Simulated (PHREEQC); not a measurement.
Make-up at 25 °C: 0.33 mol HF, 0.015 mol NH4HF2 and 0.00068 mol HCl per kg of water. Closed to the air; pH follows from the charge balance.

Model: ion-association model, wateq4f.dat, run in PHREEQC.

This is a speciation only: nothing precipitates in the calculation.

### Question
Predict the pH, ionic strength.

### Answer
pH 2.04; ionic strength 0.0253 mol/kgw.

### Question
In which forms is F present?

### Answer
HF 48 %, H2F2 43 %, HF2- 5.4 %, F- 4.1 % of the F.

wateq4f.dat counts part of the HF as a dimer, H2F2, which phreeqc.dat doesn't know; its constant is uncertain.
